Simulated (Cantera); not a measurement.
An isothermal, constant-pressure homogeneous reactor starts with 22.1 % CH₄, 44.2 % CO₂, 33.2 % H₂, 0.487 % H₂O, at 1425 K and 1000000 Pa.

Computed with Cantera and GRI-Mech 3.0 (53 species, 325 reactions).

One state of this run: x CH₄ = 0.148; x CO₂ = 0.176; x H₂ = 0.156; x C₂H₄ = 0.0137; x CH₃ = 1.62e-5; x H = 8.47e-7. x: mole fraction; the columns are a selection and need not sum to one.

Problem. Which value of t (s) does it belong to?
A. 0.0310
B. 0.122
C. 0.000500
D. 1.92

Solution. D, 1.92
